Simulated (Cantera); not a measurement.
Charge: 1 mol Al, 1.2 mol CO2, 5.4 mol N2, held at 800 K and 13.3 mbar.

These are equilibrium values from Cantera (NASA tables, ideal gas, pure condensed phases), not measurements of a reactor. Candidate condensed phases: Al, AlN, Al2O3, C; 32 gas species. Equilibrium is a limit: real reactors are often held back by kinetics, nucleation or transport.

### Question
What is the equilibrium state?

### Answer
```json
{
 "x(N2)": "0.871",
 "x(CO)": "0.112",
 "x(CO2)": "0.0165",
 "n(Al2O3(s))": "0.500 mol",
 "n(C(graphite))": "0.403 mol",
 "gas_amount": "6.197 mol",
 "log10 activity of Al(s) (absent)": "-24.40"
}
```
